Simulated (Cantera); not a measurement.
A Cantera script and what it prints.

```python
import numpy as np
import cantera as ct

gas_names = [...]  # 91 gases of nasa_gas.yaml made of C, Cl, H
cond_names = """
    C(gr) C6H6(L) C7H8(L) C8H18(L),n-octa
""".split()


# ... load() reads the species with a 1 bar reference pressure and builds the phases ...
atoms = {
    'CH3Cl': {'C': 1, 'H': 3, 'CL': 1},
    'H2': {'H': 2},
}
top_T = {'C(gr)': 4500}  # K; cautious upper limits of use, not melting points


# ... equilibrate(T, P, feed) seeds the gas with the atoms and calls Mixture.equilibrate('TP', solver="vcs", rtol=1e-11, max_steps=5000) ...
results = []
feed = {'CH3Cl': 1, 'H2': 0.24}  # mol
T = 1173  # K
P = 11000  # Pa
mix = equilibrate(T, P, feed)
results.append((T, P, feed, dict(zip(mix.species_names, mix.species_moles))))
print(gas.report(threshold=0.0001))
for i in range(1, mix.n_phases):
    print(f"{mix.phase(i).name:16s} {mix.phase_moles(i):12.5e} mol")
```

It prints:

```
       temperature   1173 K
          pressure   11000 Pa
           density   0.019638 kg/m^3
  mean mol. weight   17.411 kg/kmol
   phase of matter   gas

                          1 kg             1 kmol
                     ---------------   ---------------
          enthalpy       -8.6227e+05       -1.5013e+07  J
   internal energy       -1.4224e+06       -2.4766e+07  J
           entropy             12676         2.207e+05  J/K
    Gibbs function       -1.5731e+07        -2.739e+08  J
 heat capacity c_p            1821.6             31716  J/K
 heat capacity c_v            1344.1             23402  J/K

                      mass frac. Y      mole frac. X     chem. pot. / RT
                     ---------------   ---------------   ---------------
               CH4        0.00060218        0.00065353           -43.198
               HCL           0.93541           0.44672           -37.175
                H2          0.063988           0.55263           -20.717
     [  +88 minor]        6.7607e-07        5.8555e-07

C(gr)             9.98537e-01 mol
```

Cantera equilibrium calculation (NASA polynomials, part measured and part estimated; ideal gas, pure solids and liquids).
